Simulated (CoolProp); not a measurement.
A single-stage vapour-compression cycle with the fluid: evaporating at 223.15 K (dew point), condensing at 257.15 K (bubble point), superheat 5 K, subcooling 8 K, compressor efficiency 0.6, no pressure losses. The same conditions are run with several fluids, on thermodynamics alone (safety and materials aside).

Values from CoolProp's reference Helmholtz-energy equation of state of each fluid (CH3F (R41): Lemmon 2006; hydrogen chloride: Thol 2018; isobutane: Bücker 2006; R124: de Vries 1995; chlorine: Thol 2021; R410A: Lemmon 2003). Blends and air are pseudo-pure fits.

```
fluid              cooling COP  pressure ratio  discharge temperature (K)  refrigerating effect (kJ/kg)  volumetric capacity (kJ/m³)
-----------------  -----------  --------------  -------------------------  ----------------------------  ---------------------------
CH3F (R41)                3.40            3.31                      336.2                           393                         3010
hydrogen chloride         3.34            3.16                      362.2                           360                         3970
isobutane                 3.68            5.09                      292.9                           349                          181
R124                      3.67            5.75                      294.0                           159                          171
chlorine                  3.44            4.45                      394.5                           274                          490
R410A                     3.55            4.28                      318.3                           239                         1040
```
